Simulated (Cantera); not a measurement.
A freely propagating, adiabatic, planar premixed flame of H2 : O2 : N2 : H2O = 1 : 0.385 : 1.69 : 0.45 (molar parts), equivalence ratio 1.3, unburnt at 625 K and 0.178 atm; mixture-averaged transport, grid criteria slope 0.08 and curve 0.16, no radiation.

Computed with Cantera and the H2/O2 subset of GRI-Mech 3.0, which has no nitrogen chemistry. Burning velocities carry a grid error of a few per cent, more on coarse grids.

How do the results move with these cheaper or finer settings: unity-Lewis-number transport; multicomponent transport; multicomponent+Soret transport; grid criteria slope 0.5, curve 1; grid criteria slope 0.25, curve 0.5; grid criteria slope 0.03, curve 0.06?


| setting | laminar burning velocity | thermal thickness | peak x(H) | peak x(O) | grid points |
|---|---|---|---|---|---|
| as above | 593 cm/s | 4.33 mm | 0.0718 | 0.00675 | 134 |
| unity-Lewis-number transport | 357 cm/s | 3.27 mm | 0.0751 | 0.00666 | 125 |
| multicomponent transport | 585 cm/s | 4.33 mm | 0.0717 | 0.00672 | 134 |
| multicomponent+Soret transport | 565 cm/s | 4.29 mm | 0.0706 | 0.00668 | 134 |
| grid criteria slope 0.5, curve 1 | 774 cm/s | 6.72 mm | 0.0727 | 0.00673 | 45 |
| grid criteria slope 0.25, curve 0.5 | 635 cm/s | 4.92 mm | 0.0727 | 0.00669 | 75 |
| grid criteria slope 0.03, curve 0.06 | 582 cm/s | 4.17 mm | 0.0716 | 0.00674 | 298 |
Unity Lewis numbers drop preferential diffusion, which matters most where H2 and H carry the flame; Soret adds thermal diffusion.
